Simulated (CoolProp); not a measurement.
A single-stage vapour-compression cycle with hydrogen sulfide: evaporating at 245.15 K (dew point), condensing at 271.15 K (bubble point), superheat 10 K, subcooling 0 K, compressor efficiency 0.65, no pressure losses. Each further row changes one setting.

The numbers come from the reference Helmholtz-energy equation of state, Lemmon 2006 in CoolProp. It is a short technical equation, of lower accuracy than the large ones.

```
case                              cooling COP  pressure ratio  discharge temperature (K)  refrigerating effect (kJ/kg)  volumetric capacity (kJ/m³)
--------------------------------  -----------  --------------  -------------------------  ----------------------------  ---------------------------
as stated                                   …            2.37                      344.1                           463                         3230
evaporating temperature 250.15 K         6.87               …                          …                           466                         3850
condensing temperature 266.15 K          6.74            2.04                      327.1                           474                         3300
subcooling 5 K                           5.45            2.37                      344.1                           474                         3300
superheat 20 K                           5.21            2.37                      357.7                           474                         3160
compressor efficiency 0.55               4.51            2.37                          …                           463                         3230
```

**Question.** Complete the blanks.

**Answer.** 
- as stated, cooling COP: 5.33
- evaporating temperature 250.15 K, pressure ratio: 1.98
- evaporating temperature 250.15 K, discharge temperature (K): 329.9
- compressor efficiency 0.55, discharge temperature (K): 358.4
